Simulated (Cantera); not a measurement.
A perfectly stirred reactor is fed with H₂ : O₂ = 0.012 : 1 (molar parts), equivalence ratio 0.0060, at 10.00 Torr; it is held at 1425 K, and followed from long to short residence time.

Detailed kinetics in Cantera: GRI-Mech 3.0 (53 species, 325 reactions). Radical loss at walls, strong at low pressure, is not modelled.

Task: What does this change do: O2 1 to 0.61 parts?

Result: 
```
quantity                  before     after
----------------------  --------  --------
x(H₂) at τ = 0.350 s     5.62e-5   9.87e-5
x(O₂) at τ = 0.350 s       0.981     0.972
x(H₂O₂) at τ = 0.350 s   9.07e-9   1.44e-8
x(OH) at τ = 0.350 s     0.00130   0.00189
x(H₂O) at τ = 0.350 s     0.0111    0.0182
x(H₂) at τ = 18.0 ms    0.000348  0.000452
x(O₂) at τ = 18.0 ms       0.978     0.964
x(H₂O₂) at τ = 18.0 ms   1.29e-8   2.00e-8
x(OH) at τ = 18.0 ms     0.00186   0.00279
x(H₂O) at τ = 18.0 ms     0.0104    0.0170
```

Task: What does this change do: temperature 1425 to 1100 K?

Result: 
```tsv
quantity	before	after
x(H₂) at τ = 0.350 s	5.62e-5	0.000157
x(O₂) at τ = 0.350 s	0.981	0.985
x(H₂O₂) at τ = 0.350 s	9.07e-9	3.00e-8
x(OH) at τ = 0.350 s	0.00130	0.000429
x(H₂O) at τ = 0.350 s	0.0111	0.0115
x(H₂) at τ = 18.0 ms	0.000348	0.00110
x(O₂) at τ = 18.0 ms	0.978	0.981
x(H₂O₂) at τ = 18.0 ms	1.29e-8	7.03e-8
x(OH) at τ = 18.0 ms	0.00186	0.00107
x(H₂O) at τ = 18.0 ms	0.0104	0.00981
```
